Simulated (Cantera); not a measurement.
N2O furnace oxynitridation

A perfectly stirred reactor is fed with N₂O : O₂ = 1 : 0.84 (molar parts), at 110000 Pa; it is held at 1098 K, and followed from long to short residence time.

Cantera simulation using GRI-Mech 3.0 (53 species, 325 reactions); the numbers are that mechanism's predictions, not measurements. GRI-Mech 3.0 was tuned for natural gas; its chemistry of N2O as a main component is partial and can be far from experiment. The mechanism lacks the step 2 NO + O2 → 2 NO2, which can matter for NO2 below about 1400 K. The temperature is held fixed by assumption; the heat of reaction is taken as removed at once.

```csv
τ (s),x N₂O,x O₂,x NO,x N₂,x O,x NO₂
9.0,0.311,0.501,0.0101,0.178,2.13e-7,0.000155
3.7,0.409,0.482,0.00643,0.103,2.50e-7,9.70e-5
1.5,0.477,0.469,0.00334,0.0507,2.75e-7,4.91e-5
0.62,0.513,0.462,0.00156,0.0230,2.88e-7,2.16e-5
0.26,0.530,0.459,0.000691,0.0101,2.94e-7,8.49e-6
0.11,0.538,0.458,0.000300,0.00434,2.97e-7,2.91e-6
0.043,0.541,0.457,0.000119,0.00171,2.98e-7,7.33e-7
0.018,0.543,0.457,5.00e-5,0.000718,2.98e-7,1.69e-7
0.0073,0.543,0.457,2.03e-5,0.000292,2.98e-7,3.20e-8
```
x: mole fraction; the columns are a selection and need not sum to one.
